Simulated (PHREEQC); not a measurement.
Solution (85 °C): 0.24 mol MnSO4, 0.00044 mol NaF and 0.066 mol NaCl per kg of water. It is in equilibrium with CO2 at log p = -2 (atm). Otherwise closed; pH follows from the charge balance.

All values are PHREEQC results (ion-association model, phreeqc.dat), not measurements.

```json
[
 {"quantity": "pH", "before": "5.34", "after": "1.41"},
 {"quantity": "ionic strength (mol/kgw)", "before": "0.431", "after": "0.381"},
 {"quantity": "SO4-2 (mol/kgw)", "before": "0.0902", "after": "0.0376"},
 {"quantity": "Cl- (mol/kgw)", "before": "0.0610", "after": "0.0660"},
 {"quantity": "Na+ (mol/kgw)", "before": "0.0595", "after": "0.292"},
 {"quantity": "NaSO4- (mol/kgw)", "before": "0.00693", "after": "0.0148"},
 {"quantity": "SI of Halite (NaCl)", "before": "-4.42", "after": "-3.68"}
]
```

Q: What was changed between the two runs?
A. NaF from 0.00044 to 0.000484 mol/kgw
B. NaCl from 0.066 to 0.33 mol/kgw
C. diluted 10-fold with water
D. MnSO4 replaced by NaHSO4 at the same molality

A: D, MnSO4 replaced by NaHSO4 at the same molality

Precipitation was switched off in this run. Constants without temperature data keep their 25 °C values here.
